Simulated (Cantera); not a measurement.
An isothermal, constant-pressure homogeneous reactor starts with C2H6 : N2 = 1 : 76 (molar parts), at 1125 K and 20.0 Torr.

Cantera simulation using GRI-Mech 3.0 (53 species, 325 reactions); the numbers are that mechanism's predictions, not measurements. GRI-Mech 3.0 stops at C3 and has no aromatics, soot or wall deposition, so with more carbon than oxygen in the feed, carbon stays in small species such as C2H2 where larger ones or solid carbon would form. Radical loss at walls, strong at low pressure, is not modelled.

**Question.** Predict: x(C2H6) at 3.00 s; x(C2H4) at 3.00 s; x(C2H2) at 3.00 s; x(H2) at 3.00 s; x(H) at 3.00 s.

**Answer.** 
| Property | Value |
|---|---|
| x(C2H6) at 3.00 s | 0.000308 (gas-phase equilibrium 2.14e-8) |
| x(C2H4) at 3.00 s | 0.00884 (gas-phase equilibrium 8.57e-5) |
| x(C2H2) at 3.00 s | 0.00292 (gas-phase equilibrium 0.00323) |
| x(H2) at 3.00 s | 0.0140 (gas-phase equilibrium 0.0237) |
| x(H) at 3.00 s | 1.28e-6 (gas-phase equilibrium 4.22e-8) |
